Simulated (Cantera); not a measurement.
Cantera run, input and output.

```python
import numpy as np
import cantera as ct

gas = ct.Solution("gri30.yaml")
gas.TPX = 1425, 500000, {'CH3OH': 0.00055, 'O2': 0.0056, 'N2': 1}
reactor = ct.IdealGasConstPressureReactor(gas, energy="off", clone=False)
net = ct.ReactorNet([reactor])
net.rtol, net.atol = 1e-08, 1e-18
show = ['CH3OH', 'O2', 'H2O2', 'CO', 'HCN', 'C2H']
times = np.geomspace(1e-05, 6, 13)

steps = ct.SolutionArray(gas, extra=["t"])
rows = []
print(f"{'t/s':>10s}{'T/K':>9s}{'P/Pa':>11s}" + "".join(f"{s:>11s}" for s in show))
for t in times:
    while net.time < t:
        t_next = net.step()
        steps.append(gas.state, t=t_next)
    rows.append([np.interp(t, steps.t, y) for y in (steps.T, steps.P, *steps(*show).X.T)])
    print(f"{t:10.3e}{rows[-1][0]:9.1f}{rows[-1][1]:11.4g}" + "".join(f"{x:11.3e}" for x in rows[-1][2:]))
rate = np.gradient(steps.T, steps.t)
print("integrator steps:", len(steps.t))
if steps.T.max() > steps.T[0] + 200:
    print(f"time of steepest temperature rise: {steps.t[rate.argmax()]:.4e} s")
gas.TPX = 1425, 500000, {'CH3OH': 0.00055, 'O2': 0.0056, 'N2': 1}
gas.equilibrate("TP")
print(f"equilibrium (TP): T = {gas.T:.1f} K  " + "  ".join(f"{s} {gas[s].X[0]:.3e}" for s in show))
```

Result:

```
       t/s      T/K       P/Pa      CH3OH         O2       H2O2         CO        HCN        C2H
 1.000e-05   1425.0      5e+05  5.463e-04  5.566e-03  2.571e-12  2.649e-08  2.960e-14  4.319e-20
 3.030e-05   1425.0      5e+05  5.443e-04  5.565e-03  3.222e-10  8.858e-08  2.554e-13  3.788e-19
 9.184e-05   1425.0      5e+05  5.272e-04  5.556e-03  2.445e-08  7.355e-07  2.458e-12  6.215e-18
 2.783e-04   1425.0      5e+05  9.260e-05  5.308e-03  3.475e-07  3.372e-04  1.365e-10  3.331e-14
 8.434e-04   1425.0      5e+05  6.967e-13  4.907e-03  1.362e-08  3.711e-04  6.624e-11  1.214e-21
 2.556e-03   1425.0      5e+05  1.603e-16  4.849e-03  4.709e-09  2.310e-04  1.456e-11  1.691e-24
 7.746e-03   1425.0      5e+05  5.705e-22  4.782e-03  2.218e-09  8.779e-05  1.774e-12  4.700e-27
 2.347e-02   1425.0      5e+05 -3.076e-18  4.749e-03  6.558e-10  1.485e-05  1.775e-13  5.211e-29
 7.114e-02   1425.0      5e+05  3.320e-20  4.744e-03  1.401e-10  1.084e-06  2.675e-14  3.316e-30
 2.156e-01   1425.0      5e+05  1.607e-19  4.744e-03  3.302e-11  3.714e-08  4.921e-15  4.758e-31
 6.533e-01   1425.0      5e+05  3.284e-23  4.744e-03  2.221e-11  5.421e-09  5.445e-16  2.489e-31
 1.980e+00   1425.0      5e+05  4.283e-24  4.744e-03  2.214e-11  5.347e-09  2.151e-16  1.641e-31
 6.000e+00   1425.0      5e+05  3.461e-24  4.744e-03  2.214e-11  5.347e-09  7.568e-17  4.736e-32
integrator steps: 1622
equilibrium (TP): T = 1425.0 K  CH3OH 1.960e-33  O2 4.674e-03  H2O2 2.198e-11  CO 5.388e-09  HCN 2.082e-23  C2H 1.055e-49
```

Model: GRI-Mech 3.0 (53 species, 325 reactions), integrated in Cantera. GRI-Mech 3.0 was tuned for natural gas; its chemistry of methanol as a main component is partial and can be far from experiment.
